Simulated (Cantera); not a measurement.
Feed: 1 mol Ta, 0.07 mol O₂, 35 mol H₂, equilibrated at 9.50 Pa.

Method: chemical equilibrium by Gibbs-energy minimisation in Cantera with the NASA 1993 tables (ideal gas, pure condensed phases). Candidate condensed phases: H₂O, Ta, Ta₂O₅; 12 gas species. Condensed phases not in the tables: N, O or C dissolved in the metal. Equilibrium is a limit: real reactors are often held back by kinetics, nucleation or transport. All values below are at 2200 K.

Base state: H₂ 0.564, H 0.434, TaO 0.00208, TaO₂ 0.000466, H₂O 9.67e-5, OH 1.04e-5 (mole fractions); condensed: Ta(s).

**Question.** What changes in the equilibrium state with this change: O₂ from 0.07 to 0.024 mol?

**Answer.** 
```tsv
species	before	after
H₂	0.564	0.565
H	0.434	0.434
TaO	0.00208	0.000864
TaO₂	0.000466	8.07e-5
OH	1.04e-5	4.32e-6
H₂O	9.67e-5	4.03e-5
Ta(s), mol	0.886	0.958
```

**Question.** What changes in the equilibrium state with this change: pressure from 9.50 Pa to 101000 Pa?

**Answer.** 
```tsv
species	before	after
H₂	0.564	0.991
H	0.434	0.00557
H₂O	9.67e-5	0.00364
TaO₂	0.000466	2.01e-5
TaO	0.00208	4.17e-6
OH	1.04e-5	2.86e-6
Ta(s), mol	0.886	0.995
Ta₂O₅(l), mol	0	0.00212
```
Mutual solubility and eutectic melting of coexisting phases are not modelled.
